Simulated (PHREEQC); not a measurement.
Synthetic water in mmol/kgw, 40 °C, pH 6.74, pe 10.7:

```json
[
 {"constituent": "Na", "mmol/kgw": "238"},
 {"constituent": "K", "mmol/kgw": "5.01"},
 {"constituent": "Ca", "mmol/kgw": "0.849"},
 {"constituent": "Mg", "mmol/kgw": "28.2"},
 {"constituent": "Cl", "mmol/kgw": "277"},
 {"constituent": "S(6)", "mmol/kgw": "14.1"},
 {"constituent": "Alkalinity (meq/kgw)", "mmol/kgw": "9.93"},
 {"constituent": "Cu(2)", "mmol/kgw": "8.97"},
 {"constituent": "Cd", "mmol/kgw": "0.409"},
 {"constituent": "Ba", "mmol/kgw": "0.02"}
]
```

Valence states are taken as typed.

All values are PHREEQC results (ion-association model, wateq4f.dat), not measurements.

```
quantity                    before     after
------------------------  --------  --------
ionic strength (mol/kgw)     0.334     0.335
MgSO4 (mol/kgw)            0.00397   0.00388
Cu2(OH)2+2 (mol/kgw)       0.00275  0.000188
HCO3- (mol/kgw)            0.00177   0.00508
Cu+2 (mol/kgw)             0.00138   0.00362
CuCO3 (mol/kgw)           0.000778  0.000584
SI of Magnesite (MgCO3)      -0.28     -0.83
SI of Otavite (CdCO3)        +0.66     +0.12
```

Problem. Name the change that produced these shifts.
(A) temperature from 40 to 20 °C at the same typed pH
(B) pH from 6.74 to 5.74 at the same alkalinity
(C) pH from 6.74 to 7.24 at the same alkalinity

Solution. B, pH from 6.74 to 5.74 at the same alkalinity

This is a speciation only: nothing precipitates in the calculation. Some of these states are supersaturated (in Atacamite, Malachite, for instance). Away from 25 °C the constants follow the database's enthalpies or fits; those with neither stay at their 25 °C values.
